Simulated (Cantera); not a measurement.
Input: 1 mol SiC, 0.026 mol H2O, 35 mol H2, held at 14.0 Pa.

These are equilibrium values from Cantera (NASA tables, ideal gas, pure condensed phases), not measurements of a reactor. Candidate condensed phases: C, C6H6, C7H8, C8H18, H2O, Si, SiC, SiO2; 123 gas species. Rates play no part. All values below are at 1625 K.

Base state: H2 0.993, H 0.00594, CO 0.000464, SiO 0.000276, Si 0.000182 (mole fractions); condensed: SiC(s).

What changes in the equilibrium state with this change: pressure from 14.0 Pa to 10.0 mbar?


```
species        before     after
-----------  --------  --------
H2              0.993     0.999
H             0.00594  0.000705
CO           0.000464  0.000373
Si           0.000182   3.29e-6
SiO          0.000276  0.000369
SiC(s), mol     0.984     0.987
```
